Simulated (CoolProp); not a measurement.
Saturation properties of cyclopentane (Tc = 238.6 °C, pc = 4.583 MPa, ω = 0.202).

The numbers come from the reference Helmholtz-energy equation of state, Gedanitz 2015 in CoolProp.

```tsv
T (°C)	p (MPa)	liquid density (kg/m³)	vapour density (kg/m³)	enthalpy of vaporisation (kJ/kg)	surface tension (mN/m)	liquid conductivity (mW/(m K))
100.05	0.4172	659.4	10.43	347.3	12.0	100.0
106.05	0.4796	652.2	11.93	341.7	11.3	98.0
112.05	0.5488	644.8	13.60	335.8	10.6	96.0
118.05	0.6251	637.2	15.45	329.7	9.88	94.1
124.05	0.7091	629.5	17.50	323.5	9.20	92.2
130.05	0.8012	621.6	19.76	317.0	8.54	90.4
136.15	0.9036	613.3	22.31	310.1	7.88	…
142.15	1.013	605.0	25.08	303.1	7.25	86.7
148.15	1.133	596.4	28.15	295.8	6.63	85.0
154.15	1.262	587.5	…	288.1	6.02	83.3
160.15	1.403	578.3	35.28	280.1	5.44	81.6
166.15	1.554	568.8	…	271.6	4.87	79.9
172.15	1.717	558.8	44.07	262.7	4.32	78.3
```

**Question.** Fill in the missing entries.

**Answer.** 
- 136.15, liquid conductivity (mW/(m K)): 88.5
- 154.15, vapour density (kg/m³): 31.53
- 166.15, vapour density (kg/m³): 39.44

It boils at 49.2 °C under 1 atm.

Thermal conductivity comes from a separate model (Vassiliou 2015). Surface tension comes from a separate correlation (Mulero 2014).
